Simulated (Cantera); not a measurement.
Charge: 1 mol SiCl4, 0.23 mol C3H8, 6.1 mol H2, equilibrated at 93.0 mbar.

Equilibrium computed with Cantera from the NASA thermochemical tables; the gas is ideal and each condensed phase is pure. Candidate condensed phases: C, C6H6, C7H8, C8H18, Si, SiC; 109 gas species. Gases not in the tables: Si2H6 and higher silanes. Rates play no part.

**Question.** Which condensed phases are stable at each of these points (T (K)): 1623, 1698, 1773, 1848, 1923, 1998, 2073, 2148?

**Answer.** 
| T (K) | condensed phases | Si condensed (%) |
|---|---|---|
| 1623 | SiC(s) | 69.0 |
| 1698 | SiC(s) | 69.0 |
| 1773 | SiC(s) | 68.9 |
| 1848 | SiC(s) | 68.9 |
| 1923 | SiC(s) | 68.7 |
| 1998 | SiC(s) | 68.3 |
| 2073 | C(graphite) + SiC(s) | 66.7 |
| 2148 | C(graphite) + SiC(s) | 62.7 |

From 1623 K to 1998 K the condensed part is SiC(s). From 2073 K to 2148 K the condensed part is C(graphite) + SiC(s).
